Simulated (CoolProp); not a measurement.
A Linde-Hampson liquefier for CF4 (R14): isothermal reversible compression at 250 K from 1 atm to 20 MPa, throttling to 1 atm, return gas leaving the recuperator 5 K below the feed. Each further row changes one setting.

Values from CoolProp's reference Helmholtz-energy equation of state, Platzer 1990. This equation is an older, rougher fit; its heat capacities, sound speeds and derivatives of the liquid may be far off and weren't checked against measurements.

```csv
case,liquid yield per pass,compression work (kJ/kg of gas)
as stated,0.425,100
high pressure 40 MPa,0.418,116
warm-end temperature 280 K,0.320,121
warm-end gap 10 K,0.416,100
```
